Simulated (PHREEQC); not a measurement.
A solution holds 1.7 mmol/kgw HF, 0.033 mmol/kgw NH4HF2, 99 mmol/kgw H2SiF6 and 0.12 mmol/kgw H3PO4, at 25 °C. Closed to the air; pH follows from the charge balance.

All values are PHREEQC results (ion-association model, wateq4f.dat), not measurements.

| quantity | before | after |
|---|---|---|
| pH | 0.82 | 0.65 |
| HF (mol/kgw) | 0.0109 | 0.0121 |
| H4SiO4 (mol/kgw) | 0.00164 | 0.00188 |
| H2F2 (mol/kgw) | 0.000330 | 0.000426 |
| H3PO4 (mol/kgw) | 0.000113 | 0.000115 |
| SI of SiO2(a) (SiO2) | -0.04 | +0.04 |

Question: Which change was made?
A. H2SiF6 from 0.099 to 0.149 mol/kgw
B. temperature from 25 to 75 °C
C. HF from 0.0017 to 0.0085 mol/kgw
D. diluted 100-fold with water
E. HF left out

Answer: A, H2SiF6 from 0.099 to 0.149 mol/kgw

Precipitation was switched off in this run. Some of these states are supersaturated (in Quartz (slow to form), Chalcedony (slow to form), for instance). H3PO4, which wateq4f.dat lacks, is added to it with the constant of phreeqc.dat. SiF6-2 is the database's only silicon fluoride.
